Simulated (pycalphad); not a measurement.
The Cu-Y system

Computed with pycalphad from the COST 507 light-alloy database (1999), at 1 atm. The database dates from 1999; later assessments differ in places, in temperatures and in the compounds included. Kinetics are ignored, which matters at the lower temperatures.

Phases 1 to 3 are ordered by rising Y content. The map covers 227 °C to 1727 °C; reactions that its mapper missed or could not classify are not listed.

```csv
reaction on cooling,T (°C),Y in phase 1 (at.%),Y in phase 2 (at.%),Y in phase 3 (at.%)
liquid + bcc → hcp,?,97.8,>99.99,>99.99
liquid + CU4Y → CU6Y,910.7,13.3,14.7,20.0
liquid → fcc + CU6Y,879.6,<0.01,9.4,12.9
liquid → CU7Y2 + CU2Y_H,875.4,22.2,29.9,33.3
liquid → CU2Y_R + CUY,839.7,33.3,39.6,50.0
liquid → CUY + hcp,?,50.0,?,>99.99
```

Problem. Fill in the missing entries.

Solution. 
- liquid + bcc → hcp, T (°C): 1478.9
- liquid → CUY + hcp, T (°C): 796.8
- liquid → CUY + hcp, Y in phase 2 (at.%): 64.6

Database names, with the compositions (at.%) that they take in these runs: CU4Y: Cu 80 Y 20; CUY: Cu 50 Y 50; CU6Y: Cu 84-87 Y 13-16; CU7Y2: Cu 78 Y 22; CU2Y_H: Cu 67 Y 33; CU2Y_R: Cu 67 Y 33.
